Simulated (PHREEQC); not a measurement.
Dissolve 0.046 mol/kgw KH2PO4 and 1.08e-05 mol/kgw H4SiO4 at 25 °C. Closed to the air; pH follows from the charge balance.

All values are PHREEQC results (ion-association model, wateq4f.dat), not measurements.

pH: 4.56
ionic strength: 0.0462 mol/kgw

| species | molality | activity | log γ |
|---|---|---|---|
| K+ | 0.0460 | 0.0376 | -0.087 |
| H2PO4- | 0.0457 | 0.0380 | -0.079 |
| HPO4-2 | 0.000179 | 8.49e-5 | -0.324 |
| H3PO4 | 0.000154 | 0.000156 | 0.005 |
| H+ | 3.25e-5 | 2.78e-5 | -0.067 |
| H4SiO4 | 1.08e-5 | 1.09e-5 | 0.005 |

No solid was allowed to form. Complexes and solids missing from the database can't appear. H3PO4, which wateq4f.dat lacks, is added to it with the constant of phreeqc.dat.
